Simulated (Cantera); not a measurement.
Cantera run:

```python
import numpy as np
import cantera as ct

gas_names = [...]  # 113 gases of nasa_gas.yaml made of C, H, O, Ti
cond_names = """
    C(gr) C6H6(L) C7H8(L) C8H18(L),n-octa H2O(s) H2O(L) Ti(a) Ti(b) Ti(L) TiC(s) TiC(L) TiO(a) TiO(b)
    TiO(L) TiO2(ru) TiO2(L) Ti2O3(a) Ti2O3(b) Ti2O3(L) Ti3O5(a) Ti3O5(b) Ti3O5(L) Ti4O7(s) Ti4O7(L)
""".split()


# ... load() reads the species with a 1 bar reference pressure and builds the phases ...
atoms = {
    'TiO2': {'Ti': 1, 'O': 2},
    'CH4': {'C': 1, 'H': 4},
    'CO': {'C': 1, 'O': 1},
}
top_T = {'C(gr)': 4500}  # K; cautious upper limits of use, not melting points


# ... equilibrate(T, P, feed) seeds the gas with the atoms and calls Mixture.equilibrate('TP', solver="vcs", rtol=1e-11, max_steps=5000) ...
results = []
feed = {'TiO2': 1, 'CH4': 0.88, 'CO': 0.16}  # mol
P = 120  # Pa
for T in [1123, 1223, 1323, 1423, 1523, 1623, 1723, 1823, 1923]:
    mix = equilibrate(T, P, feed)
    results.append((T, P, feed, dict(zip(mix.species_names, mix.species_moles))))

top = {s: max(r[3][s] / sum(r[3][g] for g in gas_names) for r in results) for s in gas_names}
cols = sorted((s for s in top if top[s] > 0.0001), key=lambda s: -top[s])[:6]
seen = [c for c in cond_names if any(r[3].get(c, 0) > 1e-12 for r in results)]
print("log10 of partial pressures in bar; condensed amounts in mol")
print(f"{'T/K':>10s}" + "".join(f"{s[:9]:>10s}" for s in cols + seen))
for T, P, feed, n in results:
    ng = sum(n[g] for g in gas_names)
    print(f"{T:10.4g}" + "".join(f"{np.log10(max(n[s] / ng * P / 1e5, 1e-99)):10.3f}" for s in cols)
          + "".join(f"{n.get(c, 0):10.4g}" for c in seen))
```

Output:

```
log10 of partial pressures in bar; condensed amounts in mol
       T/K        H2        CO         H       TiO       H2O     C(gr)    TiC(s)    TiO(b)  Ti2O3(b)  Ti3O5(b)
      1123    -3.028    -3.581    -8.885   -19.003    -7.789    0.5467         0         0         0    0.3333
      1223    -3.098    -3.395    -8.071   -16.512    -7.729         0     0.152         0     0.424         0
      1323    -3.098    -3.395    -7.349   -14.395    -7.662         0     0.152         0     0.424         0
      1423    -3.098    -3.395    -6.727   -12.583    -7.606         0     0.152         0     0.424         0
      1523    -3.099    -3.395    -6.185   -11.014    -7.560         0     0.152         0     0.424         0
      1623    -3.099    -3.396    -5.710    -9.645    -7.522         0     0.152         0     0.424         0
      1723    -3.125    -3.352    -5.301    -8.492    -7.410         0         0    0.7602    0.1199         0
      1823    -3.128    -3.353    -4.927    -7.560    -7.111         0         0    0.7603    0.1198         0
      1923    -3.135    -3.356    -4.593    -6.730    -6.845         0         0    0.7602    0.1196         0
```

Equilibrium computed with Cantera from the NASA thermochemical tables; the gas is ideal and each condensed phase is pure. Mutual solubility and eutectic melting of coexisting phases are not modelled. TiC, TiO: taken at fixed stoichiometry. Condensed phases not in the tables: solid solutions among these carbides, nitrides and lower oxides.
